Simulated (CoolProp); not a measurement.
Saturated liquid density (kg/m³) of hydrogen chloride: the reference equation beside estimates from Tc = 324.7 K, pc = 8.314 MPa, ω = 0.130. Rackett uses Z = 0.29056 − 0.08775 ω.

Model: reference Helmholtz-energy equation of state, Thol 2018, in CoolProp.

| T (K) | reference | Rackett | Peng-Robinson |
|---|---|---|---|
| 213.5 | 1120 | 1029 | 1111 |
| 221.5 | 1098 | 1009 | 1087 |
| 229.5 | 1075 | 987.8 | 1062 |
| 237.5 | … | 966.1 | 1035 |
| 245.6 | 1026 | … | 1005 |
| 253.6 | 999.4 | … | 973.7 |
| 261.6 | 971.5 | 894.1 | 939.8 |
| 269.6 | … | 867.4 | 902.8 |
| 277.6 | 909.5 | 838.6 | 862.3 |
| 285.7 | … | 806.9 | 816.9 |
| 293.7 | 834.0 | 772.0 | 766.3 |
| 301.7 | 787.9 | 731.9 | 708.2 |

Q: What belongs in the gaps?

A: 
- 237.5, reference: 1051
- 245.6, Rackett: 943.1
- 253.6, Rackett: 919.3
- 269.6, reference: 941.7
- 285.7, reference: 873.7

Absolute difference from the reference over all 12 rows, mean and median: Rackett 7.9 and 8.0 %, Peng-Robinson 3.9 and 2.9 %.
